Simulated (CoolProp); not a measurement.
Vapour-liquid equilibrium of dimethyl ether (1) + n-perfluorobutane (2) at 316.8 K; x and y are mole fractions of (1).

Model: multi-fluid Helmholtz-energy mixture model, Wu 2011 and Gao 2022; pair parameters Bell 2016, in CoolProp.

| x | bubble pressure (MPa) | y at the bubble point | dew pressure at overall composition x (MPa) | liquid density (mol/L) |
|---|---|---|---|---|
| 0.05 | 0.5753 | 0.198 | 0.4905 | 6.108 |
| 0.125 | 0.7294 | 0.386 | 0.5304 | 6.344 |
| 0.2 | 0.8614 | 0.499 | 0.5766 | 6.597 |
| 0.275 | 0.9646 | 0.571 | 0.6307 | 6.876 |
| 0.35 | 1.039 | 0.619 | 0.6946 | 7.187 |
| 0.425 | 1.090 | 0.652 | 0.7709 | 7.544 |
| 0.5 | 1.122 | 0.676 | 0.8624 | 7.960 |
| 0.575 | 1.142 | 0.695 | 0.9705 | 8.452 |
| 0.65 | 1.153 | 0.713 | 1.087 | 9.041 |
| 0.725 | 1.158 | 0.732 | 1.157 | 9.746 |
| 0.8 | 1.154 | 0.758 | 1.133 | 10.59 |
| 0.875 | 1.131 | 0.803 | 1.078 | 11.59 |
| 0.95 | 1.066 | 0.890 | 1.017 | 12.77 |

y crosses x between x = 0.725 and 0.8: the model has an azeotrope there.

Pair parameters are fitted to limited data, so mixtures are less certain than the pure fluids. With so large a gap from Raoult's law the liquid may split in two, which this calculation doesn't test in full.
